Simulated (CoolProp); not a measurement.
Carbon dioxide along the isobar 10.7 MPa: Z from the reference equation and from simpler models built on Tc = 31.0 °C, pc = 7.377 MPa, ω = 0.224; each cubic takes its own stable root.

Model: reference Helmholtz-energy equation of state, Span 1996, in CoolProp.

```csv
T (°C),phase,reference,van der Waals,Redlich-Kwong,Soave-Redlich-Kwong
-20.95,liquid,0.2099,0.3244,0.2362,0.2288
-9.75,liquid,0.2102,0.3223,0.2384,0.2311
1.35,liquid,0.2124,0.3225,0.2433,0.2364
12.55,liquid,0.2175,0.3257,0.2521,0.2461
23.75,liquid,0.2277,0.3330,0.2670,0.2635
34.95,supercritical,0.2497,0.3469,0.2940,0.2974
46.15,supercritical,0.3198,0.3736,0.3512,0.3789
57.35,supercritical,0.4763,0.4283,0.4619,0.5135
68.55,supercritical,0.5806,0.5152,0.5597,0.6094
79.75,supercritical,0.6500,0.5899,0.6277,0.6759
90.95,supercritical,0.7014,0.6449,0.6783,0.7261
```
